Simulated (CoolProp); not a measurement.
Fluorine along the isotherm 152.8 K: density (kg/m³) from the reference equation and from simpler models built on Tc = 144.4 K, pc = 5.240 MPa, ω = 0.045; each cubic takes its own stable root.

The numbers come from the reference Helmholtz-energy equation of state, de Reuck 1990 in CoolProp.

| p (MPa) | phase | reference |
|---|---|---|
| 0.0249 | gas | 0.7457 |
| 0.0442 | gas | 1.325 |
| 0.0786 | gas | 2.360 |
| 0.14 | gas | 4.218 |
| 0.249 | gas | 7.546 |
| 0.442 | gas | 13.54 |
| 0.786 | gas | 24.55 |
| 1.4 | gas | 45.43 |
| 2.49 | gas | 87.33 |
| 4.42 | gas | 187.0 |
| 7.86 | supercritical | 711.0 |

Question: How far does each simpler model (van der Waals, Redlich-Kwong, Soave-Redlich-Kwong, Peng-Robinson) lie from the reference over these 11 states: mean and median of the absolute difference, and the worst?

Answer: 
- van der Waals: mean 1.6 %, median 0.1 %, worst -14.1 % at 152.8 K and 7.86 MPa
- Redlich-Kwong: mean 1.0 %, median 0.1 %, worst -9.7 % at 152.8 K and 7.86 MPa
- Soave-Redlich-Kwong: mean 1.1 %, median 0.1 %, worst -11.0 % at 152.8 K and 7.86 MPa
- Peng-Robinson: mean 1.2 %, median 0.4 %, worst +4.0 % at 152.8 K and 4.42 MPa
